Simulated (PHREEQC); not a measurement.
Consider water at 25 °C with 0.0064 mol Cu(BF4)2, 6.3e-05 mol H2SO4 and 0.001 mol NaCl per kg of water. Closed to the air; pH follows from the charge balance.

Model: ion-association model, phreeqc.dat, run in PHREEQC.

```json
[
 {"quantity": "pH", "before": "2.89", "after": "3.61"},
 {"quantity": "ionic strength (mol/kgw)", "before": "0.0213", "after": "0.000452"},
 {"quantity": "BF4- (mol/kgw)", "before": "0.0103", "after": "6.62e-9"},
 {"quantity": "HF (mol/kgw)", "before": "0.00394", "after": "0.000135"},
 {"quantity": "F- (mol/kgw)", "before": "0.00237", "after": "0.000376"},
 {"quantity": "H3BO3 (mol/kgw)", "before": "0.00123", "after": "0.000128"},
 {"quantity": "SI of Halite (NaCl)", "before": "-7.70", "after": "-11.59"}
]
```

### Question
What was changed between the two runs?
(A) diluted 100-fold with water
(B) H2SO4 left out
(C) diluted 10-fold with water
(D) H2SO4 from 6.3e-05 to 1.26e-05 mol/kgw
(E) diluted 2-fold with water

### Answer
A, diluted 100-fold with water

Precipitation was switched off in this run. Real BF4- forms and hydrolyses slowly; the run takes it at equilibrium.
